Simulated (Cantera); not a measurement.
**Equilibrium for chlorosilane synthesis and conversion: Si + Cl2 + H2**

Input: 1 mol Si, 1.6 mol Cl2, 2 mol H2, equilibrated at 2.40 bar.

Method: chemical equilibrium by Gibbs-energy minimisation in Cantera with the NASA 1993 tables (ideal gas, pure condensed phases). Candidate condensed phases: Si; 19 gas species. The tables' values for SiCl3 are old estimates; treat these amounts as uncertain. Kinetics and transport are ignored.

```tsv
T (°C)	x H2	x SiCl4	x SiHCl3	x HCl	x SiCl3	n Si(s)
325	0.673	0.202	0.121	2.96e-5	2.81e-7	0.113
400	0.674	0.205	0.117	0.000149	3.03e-6	0.115
475	0.674	0.207	0.114	0.000539	2.01e-5	0.117
550	0.674	0.208	0.111	0.00153	9.45e-5	0.119
625	0.674	0.209	0.107	0.00365	0.000341	0.122
700	0.672	0.210	0.104	0.00757	0.00100	0.126
775	0.668	0.208	0.101	0.0141	0.00250	0.130
850	0.662	0.204	0.0972	0.0239	0.00547	0.135
925	0.652	0.197	0.0921	0.0375	0.0107	0.140
```
x: gas mole fraction; n: condensed amount in mol.

From 325 °C to 925 °C the condensed part is Si(s). The main Si-bearing gas is SiCl4 throughout. The share of Si in condensed phases is highest at 925 °C (14.0 %) and lowest at 325 °C (11.3 %).
